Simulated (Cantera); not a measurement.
Cantera with NASA thermochemical tables; ideal gases at 1 bar, condensed phases pure. Values are per mole of reaction as written; species without (g) are pure solids or liquids, kept so even where they would boil at 1 bar.

2 Li(g) + 2 HCl(g) = 2 LiCl + H2(g), with ΔH° = -950.4 kJ and ΔS° = -401.9 J/K at 300 K.

Task: How far is the shortcut ΔG° ≈ ΔH°(300 K) − T·ΔS°(300 K) from the full temperature-dependent value at 1548, 1598, 1648, 1698, 1748 K?

Result: 
```
T (K)  shortcut (kJ)  full (kJ)  difference (kJ)  difference in log10 K  condensed phases
-----  -------------  ---------  ---------------  ---------------------  ----------------
1548          -328.3     -407.4             79.1                  -2.67           LiCl(l)
1598          -308.2     -392.9             84.7                  -2.77           LiCl(l)
1648          -288.1     -378.5             90.4                  -2.87           LiCl(l)
1698          -268.0     -364.1             96.2                  -2.96           LiCl(l)
1748          -247.9     -349.9            102.0                  -3.05           LiCl(l)
```
The shortcut ignores heat capacities and the phase changes listed.
